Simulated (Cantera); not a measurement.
What does this Cantera script print?

```python
import numpy as np
import cantera as ct

gas_names = """
    Ca CaCL CaCL2 Ca2 CL CL2 H HCL H2
""".split()
cond_names = """
    Ca(a) Ca(b) Ca(L) CaCL2(s) CaCL2(L)
""".split()


# ... load() reads the species with a 1 bar reference pressure and builds the phases ...
atoms = {
    'CaCl2': {'Ca': 1, 'CL': 2},
    'H2': {'H': 2},
}
top_T = {}  # K; cautious upper limits of use, not melting points


# ... equilibrate(T, P, feed) seeds the gas with the atoms and calls Mixture.equilibrate('TP', solver="vcs", rtol=1e-11, max_steps=5000) ...
results = []
feed = {'CaCl2': 1, 'H2': 0.31}  # mol
T = 1323  # K
P = 100000  # Pa
mix = equilibrate(T, P, feed)
results.append((T, P, feed, dict(zip(mix.species_names, mix.species_moles))))
x = sorted(zip(gas.X, gas.species_names), reverse=True)
print(f"T = {T:g} K  P = {P:g} Pa  gas = {mix.phase_moles(0):.4g} mol")
print("   x: " + "  ".join(f"{s} {v:.3e}" for v, s in x if v > 1e-06))
print("   condensed (mol): " + ("  ".join(f"{mix.phase(i).name} {mix.phase_moles(i):.4g}"
      for i in range(1, mix.n_phases) if mix.phase_moles(i) > 1e-12) or "none"))
```

Output:

```
T = 1323 K  P = 100000 Pa  gas = 0.31 mol
   x: H2 9.999e-01  CaCL2 8.938e-05  HCL 2.925e-06  H 1.586e-06  CaCL 1.272e-06
   condensed (mol): CaCL2(L) 1
```

Method: chemical equilibrium by Gibbs-energy minimisation in Cantera with the NASA 1993 tables (ideal gas, pure condensed phases).
